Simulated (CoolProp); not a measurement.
Values from CoolProp's reference Helmholtz-energy equation of state, Lemmon 2006. It is a short technical equation, of lower accuracy than the large ones.

Q: For neopentane, give the phase and the Z, speed of sound (m/s), isothermal compressibility (1/MPa), expansivity (1/kK) at 550 K and 12.3 bar; 550 K and 49.2 bar; 550 K and 55.3 bar.

A: 
- 550 K and 12.3 bar: gas; Z 0.940, speed of sound 243, isothermal compressibility 0.866, expansivity 2.25
- 550 K and 49.2 bar: supercritical; Z 0.756, speed of sound 206, isothermal compressibility 0.264, expansivity 4.51
- 550 K and 55.3 bar: supercritical; Z 0.729, speed of sound 203, isothermal compressibility 0.239, expansivity 4.99
